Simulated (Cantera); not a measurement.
A closed system holds: 1 mol BN, a varied amount of O₂, 2.4 mol H₂, equilibrated at 1350 K and 75.0 Torr.

These are equilibrium values from Cantera (NASA tables, ideal gas, pure condensed phases), not measurements of a reactor. Candidate condensed phases: B, BN, B₂O₃, B₃O₃H₃, H₂O; 39 gas species. Mutual solubility and eutectic melting of coexisting phases are not modelled. Gases not in the tables: H₃BO₃. Rates play no part.

Question: Which condensed phases are stable at each of these points (n(O₂) (mol)): 0.15, 0.18, 0.2, 0.24, 0.27, 0.32, 0.37, 0.43, 0.49, 0.57, 0.66, 0.77, 0.89?

Answer: 
| n(O₂) (mol) | condensed phases | B condensed (%) |
|---|---|---|
| 0.15 | BN(s) + B₂O₃(l) | 99.8 |
| 0.18 | BN(s) + B₂O₃(l) | 99.8 |
| 0.2 | BN(s) + B₂O₃(l) | 99.8 |
| 0.24 | BN(s) + B₂O₃(l) | 99.8 |
| 0.27 | BN(s) + B₂O₃(l) | 99.8 |
| 0.32 | BN(s) + B₂O₃(l) | 99.8 |
| 0.37 | BN(s) + B₂O₃(l) | 99.8 |
| 0.43 | BN(s) + B₂O₃(l) | 99.8 |
| 0.49 | BN(s) + B₂O₃(l) | 99.8 |
| 0.57 | BN(s) + B₂O₃(l) | 99.8 |
| 0.66 | BN(s) + B₂O₃(l) | 99.8 |
| 0.77 | B₂O₃(l) | 99.4 |
| 0.89 | B₂O₃(l) | 98.4 |

From 0.15 mol O₂ to 0.66 mol O₂ the condensed part is BN(s) + B₂O₃(l). From 0.77 mol O₂ to 0.89 mol O₂ the condensed part is B₂O₃(l).
